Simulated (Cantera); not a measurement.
Input (Python, Cantera):

```python
import numpy as np
import cantera as ct

gas = ct.Solution("SiF4_NH3_mec.yaml", "gas")
gas.TPX = 1825, 2900, {'NH3': 1, 'N2': 6.2}
reactor = ct.IdealGasConstPressureReactor(gas, energy="off", clone=False)
net = ct.ReactorNet([reactor])
net.rtol, net.atol = 1e-08, 1e-18
show = ['NH3', 'H2', 'NH2', 'N2', 'NH', 'N2H2']
times = np.geomspace(0.0001, 10, 13)

steps = ct.SolutionArray(gas, extra=["t"])
rows = []
print(f"{'t/s':>10s}{'T/K':>9s}{'P/Pa':>11s}" + "".join(f"{s:>11s}" for s in show))
for t in times:
    while net.time < t:
        t_next = net.step()
        steps.append(gas.state, t=t_next)
    rows.append([np.interp(t, steps.t, y) for y in (steps.T, steps.P, *steps(*show).X.T)])
    print(f"{t:10.3e}{rows[-1][0]:9.1f}{rows[-1][1]:11.4g}" + "".join(f"{x:11.3e}" for x in rows[-1][2:]))
rate = np.gradient(steps.T, steps.t)
print("integrator steps:", len(steps.t))
if steps.T.max() > steps.T[0] + 200:
    print(f"time of steepest temperature rise: {steps.t[rate.argmax()]:.4e} s")
gas.TPX = 1825, 2900, {'NH3': 1, 'N2': 6.2}
gas.equilibrate("TP")
print(f"equilibrium (TP): T = {gas.T:.1f} K  " + "  ".join(f"{s} {gas[s].X[0]:.3e}" for s in show))
```

Output:

```
       t/s      T/K       P/Pa        NH3         H2        NH2         N2         NH       N2H2
 1.000e-04   1825.0       2900  1.389e-01  4.432e-07  9.690e-07  8.611e-01  1.917e-11  1.952e-12
 2.610e-04   1825.0       2900  1.389e-01  1.290e-06  2.662e-06  8.611e-01  1.654e-10  2.554e-11
 6.813e-04   1825.0       2900  1.389e-01  3.502e-06  7.077e-06  8.611e-01  1.479e-09  2.383e-10
 1.778e-03   1825.0       2900  1.389e-01  9.324e-06  1.858e-05  8.611e-01  1.427e-08  1.916e-09
 4.642e-03   1825.0       2900  1.388e-01  2.554e-05  4.842e-05  8.611e-01  1.184e-07  1.551e-08
 1.212e-02   1825.0       2900  1.387e-01  8.912e-05  1.247e-04  8.611e-01  5.792e-07  1.214e-07
 3.162e-02   1825.0       2900  1.382e-01  5.910e-04  2.781e-04  8.609e-01  1.811e-06  6.743e-07
 8.254e-02   1825.0       2900  1.360e-01  3.523e-03  3.298e-04  8.602e-01  3.105e-06  1.105e-06
 2.154e-01   1825.0       2900  1.299e-01  1.160e-02  2.828e-04  8.582e-01  4.033e-06  1.006e-06
 5.623e-01   1825.0       2900  1.160e-01  2.997e-02  2.280e-04  8.538e-01  4.597e-06  8.026e-07
 1.468e+00   1825.0       2900  8.895e-02  6.558e-02  1.707e-04  8.452e-01  4.410e-06  5.225e-07
 3.831e+00   1825.0       2900  4.960e-02  1.174e-01  1.054e-04  8.328e-01  3.451e-06  2.293e-07
 1.000e+01   1825.0       2900  1.517e-02  1.628e-01  4.309e-05  8.218e-01  2.002e-06  4.836e-08
integrator steps: 1054
equilibrium (TP): T = 1825.0 K  NH3 5.612e-08  H2 1.823e-01  NH2 9.265e-10  N2 8.166e-01  NH 2.578e-10  N2H2 3.856e-15
```

Detailed kinetics in Cantera: the gas-phase N/H chemistry of the illustrative SiF4/NH3 mechanism in the Surface Chemkin manual (1991). Walls and surfaces, which speed up NH3 decomposition in real reactors, are not modelled.
